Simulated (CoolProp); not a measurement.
CF4 (R14) at 294.96 K and 11.9 MPa is throttled through a valve to 3.49 MPa with no heat exchange. Each further row changes one setting.

The numbers come from the reference Helmholtz-energy equation of state, Platzer 1990 in CoolProp. This equation is an older, rougher fit; its heat capacities, sound speeds and derivatives of the liquid may be far off and weren't checked against measurements.

```json
[
 {"case": "as stated", "temperature change (K)": "(withheld)", "final phase": "gas", "final density (kg/m³)": "200"},
 {"case": "outlet pressure 1.05 MPa", "temperature change (K)": "(withheld)", "final phase": "gas", "final density (kg/m³)": "(withheld)"},
 {"case": "outlet pressure 4.54 MPa", "temperature change (K)": "-34.6", "final phase": "(withheld)", "final density (kg/m³)": "(withheld)"}
]
```

Q: What belongs in the gaps?

A: 
- as stated, temperature change (K): -43.6
- outlet pressure 1.05 MPa, temperature change (K): -68.8
- outlet pressure 1.05 MPa, final density (kg/m³): 54.8
- outlet pressure 4.54 MPa, final phase: supercritical
- outlet pressure 4.54 MPa, final density (kg/m³): 265
